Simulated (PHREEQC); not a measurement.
Dissolve 0.0019 mol KOH and 0.14 mol Na2SO4 per kg of water at 25 °C. Closed to the air; pH follows from the charge balance.

All values are PHREEQC results (ion-association model, wateq4f.dat), not measurements.

```csv
quantity,before,after
pH,11.10,11.07
ionic strength (mol/kgw),0.358,0.667
Na+ (mol/kgw),0.248,0.473
SO4-2 (mol/kgw),0.108,0.193
NaSO4- (mol/kgw),0.0318,0.0871
K+ (mol/kgw),0.00163,0.00155
SI of Mirabilite (Na2SO4:10H2O),-2.01,-1.35
```

Q: Name the change that produced these shifts.
A) 0.0027 mol/kgw Ca(OH)2 added
B) 0.0035 mol/kgw LiOH added
C) KOH replaced by KHCO3 at the same molality
D) diluted 10-fold with water
E) Na2SO4 from 0.14 to 0.28 mol/kgw

A: E, Na2SO4 from 0.14 to 0.28 mol/kgw

This is a speciation only: nothing precipitates in the calculation.
